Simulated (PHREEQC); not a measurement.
0.5 mol of Cu3(PO4)2:3H2O (Cu3(PO4)2:3H2O) is brought to equilibrium with 1 kg of water, at 25 °C under several pressures of CO2. O2 is buffered at 0.21 atm. The run lets Cu3(PO4)2:3H2O, Cu(OH)2, Malachite precipitate or redissolve, and no other solid.

Computed with PHREEQC (ion-association model, wateq4f.dat).

Predict pH, dissolved Cu (mol/kgw) at log pCO2 (atm) = -3.5, -2.5, -1.5.


```tsv
log pCO2 (atm)	pH	dissolved Cu (mol/kgw)
-3.5	6.27	5.96e-5
-2.5	5.86	0.000119
-1.5	5.44	0.000279
```

Species that the database lacks are ignored. H3PO4, which wateq4f.dat lacks, is added to it with the constant of phreeqc.dat. The database has no phosphate complexes of Cu. The database's constant for dissolved Cu(OH)2 is higher than later reviews accept.
